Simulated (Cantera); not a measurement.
Charge: 1 mol Si, 0.034 mol H₂O, 12 mol H₂, held at 0.100 bar.

Equilibrium computed with Cantera from the NASA thermochemical tables; the gas is ideal and each condensed phase is pure. Candidate condensed phases: H₂O, Si, SiO₂; 18 gas species. Gases not in the tables: Si₂H₆ and higher silanes. Kinetics and transport are ignored.

x: gas mole fraction; n: condensed amount in mol.

```
T (K)   x H₂       x H    x SiO  x Si  n Si(l)
-----  -----  --------  -------  ----  -------
1700   0.997  0.000465  0.00282   [?]    0.966
1750   0.996  0.000734  0.00282   [?]    0.965
1800   0.996   0.00113  0.00282   [?]    0.965
1850   0.995   0.00170  0.00281   [?]    0.964
1900   0.994   0.00250  0.00281   [?]    0.963
1950   0.993   0.00361  0.00281   [?]    0.961
2000   0.991   0.00512  0.00281   [?]    0.958
2050   0.989   0.00713  0.00280   [?]    0.953
2100   0.986   0.00978  0.00280   [?]    0.944
2150   0.981    0.0132  0.00279   [?]    0.931
```

Problem. Complete the blanks.

Solution. 
- 1700, x Si: 6.79e-6
- 1750, x Si: 1.50e-5
- 1800, x Si: 3.18e-5
- 1850, x Si: 6.45e-5
- 1900, x Si: 0.000126
- 1950, x Si: 0.000238
- 2000, x Si: 0.000435
- 2050, x Si: 0.000773
- 2100, x Si: 0.00133
- 2150, x Si: 0.00224
